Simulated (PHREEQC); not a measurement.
Model water analysis in mmol/kgw, 44 °C, pH 3.79, pe 11: Na 5.29; K 0.236; Ca 1.14; Mg 0.39; Cl 0.6; S(6) 8.52; Pb 0.0135; Si 0.00731; B 0.264; Cu(2) 0.00475.

Valence states are taken as typed.

Equilibrium calculation in PHREEQC: ion-association model, wateq4f.dat.

Precipitation was switched off in this run.

Problem. What ionic strength does the model give?

Solution. ionic strength 0.0204 mol/kgw.

Problem. In which forms is S present?

Solution. SO4-2 90 %, CaSO4 4.9 %, MgSO4 2.2 %, NaSO4- 1.5 %, HSO4- 1.4 % of the S.

At this temperature some constants are extrapolated from 25 °C, and those without enthalpy data are left unchanged.
